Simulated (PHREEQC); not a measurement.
Solution (70 °C): 0.026 mol/kgw BaCl2 and 0.29 mol/kgw KCl. Closed to the air; pH follows from the charge balance.

All values are PHREEQC results (ion-association model, phreeqc.dat), not measurements.

```json
{
 "ionic_strength": "0.368 mol/kgw",
 "activity_of_water": "0.989",
 "specific_conductance": "79200 µS/cm",
 "density": "0.995 g/cm³"
}
```

```
species  molality  activity   log γ
-------  --------  --------  ------
Cl-         0.342     0.222  -0.188
K+          0.290     0.186  -0.192
Ba+2       0.0260   0.00532  -0.689
H+        5.76e-7   4.37e-7  -0.119
OH-       5.75e-7   3.65e-7  -0.198
```

No solid was allowed to form. Away from 25 °C the constants follow the database's enthalpies or fits; those with neither stay at their 25 °C values.
